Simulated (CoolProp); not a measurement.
Vapour-liquid equilibrium of ethylene (1) + propylene (2) at 0.23 MPa; x and y are mole fractions of (1).

Computed with CoolProp (multi-fluid Helmholtz-energy mixture model, Smukala 2000 and Lemmon 2013; pair parameters Bell 2016).

```tsv
x	bubble temperature (K)	y at the bubble point	dew temperature at overall composition x (K)	liquid density (mol/L)
0.05	236.5	0.315	244.1	14.30
0.15	222.6	0.656	241.4	15.01
0.25	212.9	0.808	238.5	___
0.35	205.9	0.884	235.3	16.18
0.45	200.6	0.926	___	16.70
0.55	196.5	0.951	227.7	17.20
0.65	193.2	0.968	222.9	___
0.75	190.4	0.980	___	18.19
0.85	188.0	0.989	209.3	18.68
0.95	185.7	0.997	196.7	19.18
```

**Question.** What belongs in the gaps?

**Answer.** 
- 0.25, liquid density (mol/L): 15.62
- 0.45, dew temperature at overall composition x (K): 231.7
- 0.65, liquid density (mol/L): 17.70
- 0.75, dew temperature at overall composition x (K): 217.1

No azeotrope shows between x = 0.05 and 0.95.

Pair parameters are fitted to limited data, so mixtures are less certain than the pure fluids. The gap from Raoult's law changes sign with composition, which may be real or a fault of the pair parameters; it wasn't checked against measurements.
